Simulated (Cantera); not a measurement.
**Reactions in the system F-Mg-S**

Source: NASA polynomial tables (part measured, part estimated), evaluated in Cantera. Values are per mole of reaction as written; species without (g) are pure solids or liquids, kept so even where they would boil at 1 bar.

MgS + 2 MgF₂ ⇌ 3 Mg(g) + SF₄(g)

```
T (K)  ΔH° (kJ)  ΔS° (J/K)  ΔG° (kJ)  log10 K
-----  --------  ---------  --------  -------
1750     2083.6      426.1    1337.9   -39.93
1800     2079.8      424.0    1316.7   -38.21
1850     2076.0      421.9    1295.5   -36.58
1900     2072.2      419.9    1274.5   -35.04
1950     2068.4      417.9    1253.5   -33.58
2000     2064.6      415.9    1232.7   -32.19
2050     2060.7      414.1    1211.9   -30.88
2100     2056.9      412.2    1191.3   -29.63
2150     2053.1      410.4    1170.7   -28.44
2200     2049.2      408.6    1150.2   -27.31
2250     2045.3      406.9    1129.8   -26.23
```
